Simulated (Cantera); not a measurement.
Cantera run:

```python
import numpy as np
import cantera as ct

gas_names = """
    Fe H H2 H2S N NH NH2 NH3 N2 N2H2 N2H4 S SH SN S2 S8
""".split()
cond_names = """
    Fe(a) Fe(c) Fe(d) Fe(L) FeS(a) FeS(b) FeS(c) FeS(L) FeS2(s) S(cr1) S(cr2) S(L)
""".split()


# ... load() reads the species with a 1 bar reference pressure and builds the phases ...
atoms = {
    'FeS': {'Fe': 1, 'S': 1},
    'H2S': {'H': 2, 'S': 1},
    'N2': {'N': 2},
}
top_T = {'FeS2(s)': 1010}  # K; cautious upper limits of use, not melting points


# ... equilibrate(T, P, feed) seeds the gas with the atoms and calls Mixture.equilibrate('TP', solver="vcs", rtol=1e-11, max_steps=5000) ...
results = []
T = 1748.15  # K
P = 6400  # Pa
for m in [4.6, 5.7, 7.1, 8.9, 11, 14, 17, 21]:
    feed = {'FeS': 1, 'H2S': 0.12, 'N2': m}  # mol
    mix = equilibrate(T, P, feed)
    results.append((T, P, feed, dict(zip(mix.species_names, mix.species_moles))))

top = {s: max(r[3][s] / sum(r[3][g] for g in gas_names) for r in results) for s in gas_names}
cols = sorted((s for s in top if top[s] > 1e-06), key=lambda s: -top[s])[:5]
seen = [c for c in cond_names if any(r[3].get(c, 0) > 1e-12 for r in results)]
print("log10 of partial pressures in bar; condensed amounts in mol")
print(f"{'n(N2)':>10s}" + "".join(f"{s[:9]:>10s}" for s in cols + seen))
for T, P, feed, n in results:
    ng = sum(n[g] for g in gas_names)
    print(f"{feed['N2']:10.4g}" + "".join(f"{np.log10(max(n[s] / ng * P / 1e5, 1e-99)):10.3f}" for s in cols)
          + "".join(f"{n.get(c, 0):10.4g}" for c in seen))
```

Output:

```
log10 of partial pressures in bar; condensed amounts in mol
     n(N2)        N2        H2        S2       H2S        SH     Fe(d)    FeS(L)
       4.6    -1.210    -2.816    -3.123    -4.265    -4.393         0    0.9994
       5.7    -1.207    -2.905    -3.211    -4.398    -4.482         0    0.9992
       7.1    -1.205    -2.996    -3.302    -4.535    -4.573         0    0.9989
       8.9    -1.203    -3.091    -3.396    -4.677    -4.667         0    0.9984
        11    -1.201    -3.181    -3.483    -4.810    -4.756         0    0.9978
        14    -1.200    -3.284    -3.566    -4.954    -4.849  0.004766    0.9922
        17    -1.199    -3.368    -3.566    -5.039    -4.891   0.03039     0.966
        21    -1.198    -3.460    -3.566    -5.131    -4.937   0.06452     0.931
```

These are equilibrium values from Cantera (NASA tables, ideal gas, pure condensed phases), not measurements of a reactor. Metal and sulfide melt together well below either melting point, which pure phases cannot show. Mutual solubility and eutectic melting of coexisting phases are not modelled. FeS: taken at fixed stoichiometry.
